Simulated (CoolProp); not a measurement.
Computed with CoolProp (reference Helmholtz-energy equation of state, Zhou 2016).

Task: Give the vapour pressure (bar), enthalpy of vaporisation (kJ/kg), vapour Z of saturated R245ca at 398.9 K.

Result: 
| T (K) | p (bar) | enthalpy of vaporisation (kJ/kg) | vapour Z |
|---|---|---|---|
| 398.9 | 16.2 | 131 | 0.721 |
